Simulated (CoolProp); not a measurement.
The fluid at 127.88 K and 1.05 MPa is compressed adiabatically to 4.23 MPa with isentropic efficiency 0.9. The same conditions are run with several fluids, on thermodynamics alone (safety and materials aside).

Model: reference Helmholtz-energy equation of state of each fluid (fluorine: de Reuck 1990; dry air: Lemmon 2000; carbon monoxide: Lemmon 2006; nitrogen: Span 2000; normal hydrogen: Leachman 2009), in CoolProp. Blends and air are pseudo-pure fits.

| fluid | work (kJ/kg) | final temperature (K) | final phase | final density (kg/m³) |
|---|---|---|---|---|
| fluorine | 47.6 | 197.4 | … | 109 |
| dry air | 62.5 | 199.4 | supercritical | … |
| carbon monoxide | 64.0 | 199.7 | supercritical | 79.6 |
| nitrogen | 65.2 | 199.4 | supercritical | … |
| normal hydrogen | 1050 | 208.3 | supercritical | 4.78 |

Q: Some entries are withheld; supply them.

A: 
- fluorine, final phase: gas
- dry air, final density (kg/m³): 81.8
- nitrogen, final density (kg/m³): 78.2
